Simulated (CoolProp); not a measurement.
Computed with CoolProp (reference Helmholtz-energy equation of state, Span 1996).

For carbon dioxide, give the phase and the density (kg/m³), Joule-Thomson coefficient (K/MPa), viscosity (µPa s), Prandtl number at 349.2 K and 46.1 bar; 349.2 K and 138 bar; 349.2 K and 184 bar.


- 349.2 K and 46.1 bar: gas; density 81.7, Joule-Thomson coefficient 7.20, viscosity 18.3, Prandtl number 0.888
- 349.2 K and 138 bar: supercritical; density 399, Joule-Thomson coefficient 4.09, viscosity 30.0, Prandtl number 1.84
- 349.2 K and 184 bar: supercritical; density 579, Joule-Thomson coefficient 2.04, viscosity 44.1, Prandtl number 1.94

Viscosity comes from a separate model (Laesecke 2017). Thermal conductivity comes from a separate model (Huber 2016).
